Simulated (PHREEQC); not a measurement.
KOH is added in steps, without added water, to 1 kg of water holding 0.088 mol/kgw HF, 0.19 mol/kgw NH4F and 0.00049 mol/kgw H2SO4, at 20 °C. Oxygen is held at 0.21 atm. CO2 from the air is kept out. Nothing may precipitate in this run.

Base run: PHREEQC, ion-association model, wateq4f.dat. Each further column changes one thing. The table gives NH4SO4- (mol/kgw).

```csv
KOH added (mol),base,database phreeqc.dat,all activity coefficients set to 1,metal-ligand complexes left out,Debye-Hückel limiting law
0,0.000207,0.000196,0.000347,0.000207,0.000119
0.028,0.000197,0.000183,0.000331,0.000202,0.000105
0.063,0.000185,0.000170,0.000313,0.000197,9.15e-5
0.091,0.000176,0.000160,0.000298,0.000192,8.21e-5
0.126,0.000149,0.000134,0.000258,0.000168,6.79e-5
0.154,0.000125,0.000112,[?],0.000147,[?]
0.189,9.38e-5,[?],0.000170,[?],[?]
0.217,6.67e-5,[?],0.000124,8.56e-5,2.87e-5
0.252,3.05e-5,2.65e-5,5.85e-5,4.15e-5,1.28e-5
0.28,2.37e-6,2.29e-6,3.72e-6,3.40e-6,1.11e-6
```

### Question
What belongs in the gaps?

### Answer

- 0.154, all activity coefficients set to 1: 0.000221
- 0.154, Debye-Hückel limiting law: 5.61e-5
- 0.189, database phreeqc.dat: 8.31e-5
- 0.189, metal-ligand complexes left out: 0.000115
- 0.189, Debye-Hückel limiting law: 4.11e-5
- 0.217, database phreeqc.dat: 5.87e-5

 phreeqc.dat and wateq4f.dat share most of their constants, so their agreement is no independent check.
